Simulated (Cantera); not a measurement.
An isothermal, constant-pressure homogeneous reactor starts with NO : N₂ = 1 : 0.22 (molar parts), at 2175 K and 1.01 bar.

Cantera simulation using GRI-Mech 3.0 (53 species, 325 reactions); the numbers are that mechanism's predictions, not measurements.

x: mole fraction; the columns are a selection and need not sum to one.

```json
[
 {"t (s)": "9.00e-6", "x NO": "0.820", "x O": "1.94e-5", "x N₂": "0.180", "x N₂O": "…", "x O₂": "2.56e-7", "x NO₂": "4.22e-6"},
 {"t (s)": "6.84e-5", "x NO": "0.819", "x O": "0.000114", "x N₂": "0.180", "x N₂O": "…", "x O₂": "1.63e-5", "x NO₂": "8.50e-5"},
 {"t (s)": "0.000520", "x NO": "0.816", "x O": "0.000343", "x N₂": "0.182", "x N₂O": "0.000332", "x O₂": "0.00116", "x NO₂": "0.000307"},
 {"t (s)": "0.00395", "x NO": "0.793", "x O": "0.000424", "x N₂": "0.193", "x N₂O": "0.000315", "x O₂": "0.0127", "x NO₂": "0.000380"},
 {"t (s)": "0.0300", "x NO": "0.625", "x O": "0.000778", "x N₂": "0.277", "x N₂O": "…", "x O₂": "0.0963", "x NO₂": "0.000586"},
 {"t (s)": "0.228", "x NO": "0.118", "x O": "0.00137", "x N₂": "0.531", "x N₂O": "…", "x O₂": "0.350", "x NO₂": "0.000202"},
 {"t (s)": "1.73", "x NO": "0.0144", "x O": "0.00146", "x N₂": "0.583", "x N₂O": "6.88e-7", "x O₂": "0.402", "x NO₂": "2.64e-5"},
 {"t (s)": "13.2", "x NO": "0.0142", "x O": "0.00146", "x N₂": "0.583", "x N₂O": "6.86e-7", "x O₂": "0.402", "x NO₂": "2.61e-5"},
 {"t (s)": "100", "x NO": "0.0142", "x O": "0.00146", "x N₂": "0.583", "x N₂O": "6.86e-7", "x O₂": "0.402", "x NO₂": "2.61e-5"}
]
```

Task: Complete the blanks.

Result: 
- 9.00e-6, x N₂O: 2.22e-5
- 6.84e-5, x N₂O: 0.000138
- 0.0300, x N₂O: 0.000183
- 0.228, x N₂O: 6.40e-6
